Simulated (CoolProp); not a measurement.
Vapour-liquid equilibrium of R125 (1) + ethanol (2) at 82.2 kPa; x and y are mole fractions of (1).

Values from CoolProp's multi-fluid Helmholtz-energy mixture model, Lemmon 2005 and Schroeder 2014; pair parameters Bell 2016.

```tsv
x	bubble temperature, mixture model (K)	bubble temperature, Raoult's law (K)	y, mixture model	y, Raoult's law
0.05	267.9	300.7	0.987	0.895
0.125	245.5	272.0	0.998	0.984
0.2	237.2	258.4	0.999	0.995
0.275	232.8	249.9	0.999	0.998
0.35	230.1	243.8	1.000	0.999
0.425	228.3	239.2	1.000	0.999
0.5	227.1	235.4	1.000	1.000
0.575	226.1	232.3	1.000	1.000
0.65	225.3	229.7	1.000	1.000
0.725	224.6	227.4	1.000	1.000
0.8	223.8	225.3	1.000	1.000
0.875	222.9	223.5	1.000	1.000
0.95	221.8	221.9	1.000	1.000
```

The largest gap from Raoult's law is -32.8 K in bubble temperature, at x = 0.05. No azeotrope shows between x = 0.05 and 0.95.

The pair parameters rest on a limited set of measurements; away from them the model extrapolates. With so large a gap from Raoult's law the liquid may split in two, which this calculation doesn't test in full.
